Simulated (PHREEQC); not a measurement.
KOH is added in steps, without added water, to 1 kg of water holding 20 mmol/kgw NaHCO3, 0.047 mmol/kgw NaF and 2.8 mmol/kgw NaCl, at 25 °C. Oxygen is held at 0.21 atm. The system is closed to CO2. Precipitation was switched off in this run.

Base run: PHREEQC, ion-association model, wateq4f.dat. Each further column changes one thing. The table gives NaCO3- (mol/kgw).

```tsv
KOH added (mol)	base	Debye-Hückel limiting law	all activity coefficients set to 1	database phreeqc.dat	Davies equation for every ion
0	4.88e-5	4.45e-5	6.95e-5	4.91e-5	4.82e-5
0.002083	0.000390	0.000342	0.000607	0.000393	0.000383
0.004167	0.000745	0.000641	0.00118	0.000750	0.000731
0.00625	0.00108	0.000911	0.00174	0.00108	0.00106
0.007292	0.00123	0.00104	0.00200	0.00124	0.00121
0.009375	0.00153	0.00127	0.00253	0.00155	0.00150
0.01146	0.00182	0.00148	0.00302	0.00183	0.00178
0.01354	0.00208	0.00167	0.00349	0.00209	0.00203
0.01562	0.00232	0.00183	0.00393	0.00234	0.00227
0.01771	0.00253	0.00197	0.00431	0.00255	0.00247
0.01875	0.00261	0.00203	0.00447	0.00263	0.00255
0.02083	0.00272	0.00209	0.00470	0.00274	0.00266
0.02292	0.00276	0.00210	0.00481	0.00279	0.00270
0.025	0.00277	0.00208	0.00487	0.00279	0.00270
```

 phreeqc.dat and wateq4f.dat share most of their constants, so their agreement is no independent check.
